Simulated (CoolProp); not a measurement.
Model: reference Helmholtz-energy equation of state, Lemmon 2006, in CoolProp. It is a short technical equation, of lower accuracy than the large ones.

Question: For R142b, give the phase and the Z, Joule-Thomson coefficient (K/MPa), isothermal compressibility (1/MPa), viscosity (µPa s) at 321.3 K and 0.405 MPa.

Answer: 
- 321.3 K and 0.405 MPa: gas; Z 0.915, Joule-Thomson coefficient 22.9, isothermal compressibility 2.72, viscosity 11.1

Viscosity comes from a separate model (Huber 2003), an estimate that may be off by 10 % or more.
